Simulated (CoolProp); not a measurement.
A simple Rankine cycle with water: condensing at 297.15 K, boiler at 6 MPa, turbine inlet 553.7 K, turbine efficiency 0.6, pump efficiency 0.6, no recuperator. Each further row changes one setting.

Values from CoolProp's reference Helmholtz-energy equation of state, Wagner 2002.

| case | thermal efficiency (%) | net work (kJ/kg) | heat in (kJ/kg) | turbine exit temperature (K) | volume ratio over the turbine |
|---|---|---|---|---|---|
| as stated | 23.0 | 620 | 2700 | 297.1 | 1170 |
| turbine inlet 573.7 K | 23.1 | 642 | 2780 | 297.1 | 1100 |
| condensing temperature 289.15 K | 23.7 | 647 | 2730 | 289.1 | 1860 |
| boiler pressure 4.2 MPa | 22.3 | 623 | 2790 | 297.1 | 774 |
| turbine efficiency 0.5 | 19.1 | 515 | 2700 | 297.1 | 1230 |

The expansion ends wet for: as stated; turbine inlet 573.7 K; condensing temperature 289.15 K; boiler pressure 4.2 MPa; turbine efficiency 0.5.
